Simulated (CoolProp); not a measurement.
A single-stage vapour-compression cycle with isobutene: evaporating at 313.15 K (dew point), condensing at 368.15 K (bubble point), superheat 0 K, subcooling 2 K, compressor efficiency 0.6, no pressure losses. Each further row changes one setting.

Computed with CoolProp (reference Helmholtz-energy equation of state, Lemmon 2005). It is a short technical equation, of lower accuracy than the large ones.

| case | cooling COP | pressure ratio | discharge temperature (K) | refrigerating effect (kJ/kg) | volumetric capacity (kJ/m³) |
|---|---|---|---|---|---|
| as stated | ? | 3.54 | 377.0 | 200 | 2290 |
| evaporating temperature 318.15 K | 2.74 | 3.10 | ? | 206 | 2690 |
| condensing temperature 363.15 K | 2.75 | 3.21 | 371.7 | 214 | 2460 |
| subcooling 7 K | ? | 3.54 | 377.0 | 214 | 2460 |
| superheat 10 K | 2.45 | 3.54 | 386.9 | ? | ? |
| compressor efficiency 0.5 | ? | 3.54 | ? | 200 | 2290 |

Q: Some entries are withheld; supply them.

A: 
- as stated, cooling COP: 2.37
- evaporating temperature 318.15 K, discharge temperature (K): 375.9
- subcooling 7 K, cooling COP: 2.55
- superheat 10 K, refrigerating effect (kJ/kg): 218
- superheat 10 K, volumetric capacity (kJ/m³): 2390
- compressor efficiency 0.5, cooling COP: 1.98
- compressor efficiency 0.5, discharge temperature (K): 384.0
